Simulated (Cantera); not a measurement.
Input (Python, Cantera) and output of one run.

```python
import numpy as np
import cantera as ct

gas_names = """
    B BH BH2 BH3 BO BO2 B2 B2O B2O2 B2O3 B3O3H3 H HBO HBO2 HO2 H2 H2O H2O2 H3B3O6 O OH O2 O3
""".split()
cond_names = """
    B(b) B(L) B2O3(L) B3O3H3(cr) H2O(s) H2O(L)
""".split()


# ... load() reads the species with a 1 bar reference pressure and builds the phases ...
atoms = {
    'B2O3': {'B': 2, 'O': 3},
    'H2': {'H': 2},
}
top_T = {}  # K; cautious upper limits of use, not melting points


# ... equilibrate(T, P, feed) seeds the gas with the atoms and calls Mixture.equilibrate('TP', solver="vcs", rtol=1e-11, max_steps=5000) ...
results = []
feed = {'B2O3': 1, 'H2': 4.2}  # mol
P = 260  # Pa
for T in [1000, 1100, 1200, 1300, 1400, 1500, 1600, 1700, 1800, 1900, 2000, 2100, 2200]:
    mix = equilibrate(T, P, feed)
    results.append((T, P, feed, dict(zip(mix.species_names, mix.species_moles))))
    x = sorted(zip(gas.X, gas.species_names), reverse=True)
    print(f"T = {T:g} K  P = {P:g} Pa  gas = {mix.phase_moles(0):.4g} mol")
    print("   x: " + "  ".join(f"{s} {v:.3e}" for v, s in x if v > 1e-05))
    print("   condensed (mol): " + ("  ".join(f"{mix.phase(i).name} {mix.phase_moles(i):.4g}"
          for i in range(1, mix.n_phases) if mix.phase_moles(i) > 1e-12) or "none"))
```

Result:

```
T = 1000 K  P = 260 Pa  gas = 4.2 mol
   x: H2 1.000e+00
   condensed (mol): B2O3(L) 1
T = 1100 K  P = 260 Pa  gas = 4.2 mol
   x: H2 1.000e+00  HBO 2.254e-05
   condensed (mol): B2O3(L) 0.9999
T = 1200 K  P = 260 Pa  gas = 4.201 mol
   x: H2 9.997e-01  HBO 1.526e-04  HBO2 9.215e-05  H2O 3.192e-05
   condensed (mol): B2O3(L) 0.9995
T = 1300 K  P = 260 Pa  gas = 4.203 mol
   x: H2 9.984e-01  HBO 7.833e-04  HBO2 6.038e-04  H2O 1.001e-04  B2O3 7.160e-05  H 2.168e-05
   condensed (mol): B2O3(L) 0.9967
T = 1400 K  P = 260 Pa  gas = 4.217 mol
   x: H2 9.925e-01  HBO 3.206e-03  HBO2 2.918e-03  B2O3 9.243e-04  H2O 2.535e-04  B2O2 1.032e-04  H 9.503e-05
   condensed (mol): B2O3(L) 0.9827
T = 1500 K  P = 260 Pa  gas = 4.288 mol
   x: H2 9.679e-01  HBO2 1.129e-02  HBO 1.059e-02  B2O3 8.344e-03  B2O2 8.630e-04  H2O 5.633e-04  H 3.396e-04  BO 9.688e-05
   condensed (mol): B2O3(L) 0.9134
T = 1600 K  P = 260 Pa  gas = 4.639 mol
   x: H2 8.717e-01  B2O3 5.640e-02  HBO2 3.633e-02  HBO 2.768e-02  B2O2 5.083e-03  H2O 1.117e-03  H 9.955e-04  BO 7.174e-04
   condensed (mol): B2O3(L) 0.5646
T = 1700 K  P = 260 Pa  gas = 5.214 mol
   x: H2 7.505e-01  B2O3 1.276e-01  HBO2 6.232e-02  HBO 4.172e-02  B2O2 1.074e-02  BO 2.784e-03  H 2.503e-03  H2O 1.826e-03  BO2 1.310e-05
   condensed (mol): none
T = 1800 K  P = 260 Pa  gas = 5.233 mol
   x: H2 7.399e-01  B2O3 1.202e-01  HBO2 6.797e-02  HBO 4.564e-02  B2O2 1.070e-02  BO 6.638e-03  H 6.040e-03  H2O 2.829e-03  BO2 4.451e-05
   condensed (mol): none
T = 1900 K  P = 260 Pa  gas = 5.272 mol
   x: H2 7.249e-01  B2O3 1.117e-01  HBO2 7.355e-02  HBO 4.797e-02  BO 1.404e-02  H 1.325e-02  B2O2 1.012e-02  H2O 4.284e-03  BO2 1.337e-04
   condensed (mol): none
T = 2000 K  P = 260 Pa  gas = 5.343 mol
   x: H2 7.028e-01  B2O3 1.013e-01  HBO2 7.899e-02  HBO 4.796e-02  H 2.674e-02  BO 2.647e-02  B2O2 8.913e-03  H2O 6.430e-03  BO2 3.624e-04  OH 2.443e-05
   condensed (mol): none
T = 2100 K  P = 260 Pa  gas = 5.461 mol
   x: H2 6.699e-01  B2O3 8.871e-02  HBO2 8.380e-02  H 5.001e-02  HBO 4.514e-02  BO 4.461e-02  H2O 9.616e-03  B2O2 7.183e-03  BO2 8.979e-04  OH 8.546e-05
   condensed (mol): none
T = 2200 K  P = 260 Pa  gas = 5.643 mol
   x: H2 6.231e-01  H 8.719e-02  HBO2 8.676e-02  B2O3 7.389e-02  BO 6.756e-02  HBO 3.973e-02  H2O 1.420e-02  B2O2 5.260e-03  BO2 2.040e-03  OH 2.773e-04  O 2.705e-05
   condensed (mol): none
```

These are equilibrium values from Cantera (NASA tables, ideal gas, pure condensed phases), not measurements of a reactor.
